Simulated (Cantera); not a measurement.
Feed: 1 mol Pb, 0.033 mol H2O, 0.95 mol CO, held at 1 atm.

Method: chemical equilibrium by Gibbs-energy minimisation in Cantera with the NASA 1993 tables (ideal gas, pure condensed phases). Candidate condensed phases: C, C6H6, C7H8, C8H18, H2O, Pb, PbO, PbO2, Pb3O4; 113 gas species. The numbers say what is thermodynamically allowed, not how fast it happens. All values below are at 1375 °C.

Base state: CO 0.853, Pb 0.0886, H2 0.0277, CO2 0.0277, H2O 0.00288, Pb2 8.70e-5, H 1.47e-5 (mole fractions); condensed: Pb(l).

**Question.** What changes in the equilibrium state with this change: pressure from 1 atm to 0.000240 bar?

**Answer.** 
```csv
species,before,after
Pb,0.0886,0.504
CO,0.853,0.464
CO2,0.0277,0.0150
H2,0.0277,0.0148
Pb2,8.70e-5,6.67e-7
H,1.47e-5,0.000698
"Pb(l), mol",0.904,0
```
